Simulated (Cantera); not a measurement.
Charge: 1 mol BN, 1.6 mol HCl, equilibrated at 1623 K and 13300 Pa.

Cantera equilibrium calculation (NASA polynomials, part measured and part estimated; ideal gas, pure solids and liquids). Candidate condensed phases: B, BN, NH₄Cl; 21 gas species. The tables' values for BCl₂, BCl are old estimates; treat these amounts as uncertain. Gases not in the tables: BHCl₂. The numbers say what is thermodynamically allowed, not how fast it happens.

Base state: HCl 0.814, H₂ 0.0927, BCl₃ 0.0614, N₂ 0.0309, Cl 0.000399, BCl₂ 0.000389, H 5.76e-5, BCl 3.60e-5 (mole fractions); condensed: BN(s).

**Question.** What changes in the equilibrium state with this change: pressure from 13300 Pa to 280 Pa?

**Answer.** 
```tsv
species	before	after
HCl	0.814	0.809
H₂	0.0927	0.0932
BCl₃	0.0614	0.0590
Cl	0.000399	0.00273
N₂	0.0309	0.0317
BCl	3.60e-5	0.00168
H	5.76e-5	0.000399
BCl₂	0.000389	0.00260
BN(s), mol	0.901	0.898
```
